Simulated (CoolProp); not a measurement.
Benzene at 298.15 K and 0.00641 MPa flows at 1.8 m/s in a round tube of 1 mm bore and 45 µm roughness, fully developed (64/Re and Nu = 3.66 if laminar; Colebrook and Gnielinski if turbulent). Each further row changes one setting.

Computed with CoolProp (reference Helmholtz-energy equation of state, Thol 2012).

```csv
case,Reynolds number,Darcy friction factor,pressure drop (Pa/m),heat-transfer coefficient (W/(m² K)),mass flow (kg/h)
as stated,48.2,1.33,436,38.6,0.00103
velocity 3.6 m/s,96.4,0.664,872,38.6,0.00206
diameter 2 mm,96.4,0.664,109,19.3,0.00413
```

Viscosity comes from a separate model (Avgeri 2014). Thermal conductivity comes from a separate model (Assael 2012).
